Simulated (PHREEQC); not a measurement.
A solution holds 62 mmol/kgw CuCl2, 76 mmol/kgw HCl and 62 mmol/kgw FeCl3, at 25 °C. Closed to the air; pH follows from the charge balance.

Model: ion-association model, phreeqc.dat, run in PHREEQC.

| Quantity | Value |
|---|---|
| pH | 1.23 |
| ionic strength | 0.444 mol/kgw |
| activity of water | 0.991 |
| total alkalinity | -200 meq/kg |

| species | molality | activity | log γ |
|---|---|---|---|
| Cl- | 0.315 | 0.207 | -0.182 |
| H+ | 0.0768 | 0.0590 | -0.114 |
| Cu+2 | 0.0503 | 0.0130 | -0.588 |
| FeCl+2 | 0.0362 | 0.00813 | -0.649 |
| Fe+3 | 0.0139 | 0.00130 | -1.030 |
| CuCl+ | 0.0110 | 0.00725 | -0.181 |
| FeCl2+ | 0.0109 | 0.00752 | -0.162 |
| CuCl2 | 0.000728 | 0.000806 | 0.044 |
| FeOH+2 | 0.000628 | 0.000141 | -0.649 |
| FeCl3 | 0.000141 | 0.000156 | 0.044 |
| Fe2(OH)2+4 | 8.01e-5 | 5.34e-7 | -2.176 |
| Fe(OH)2+ | 1.12e-6 | 7.83e-7 | -0.156 |
| CuCl3- | 9.00e-7 | 5.93e-7 | -0.181 |
| Fe3(OH)4+5 | 2.20e-7 | 8.74e-11 | -3.400 |
| CuOH+ | 3.31e-9 | 2.18e-9 | -0.181 |
| CuCl4-2 | 2.75e-9 | 6.16e-10 | -0.649 |

Precipitation was switched off in this run. Saturation is exceeded, for instance for Hematite (slow to form), Goethite (slow to form); the values hold only as long as no solid forms.
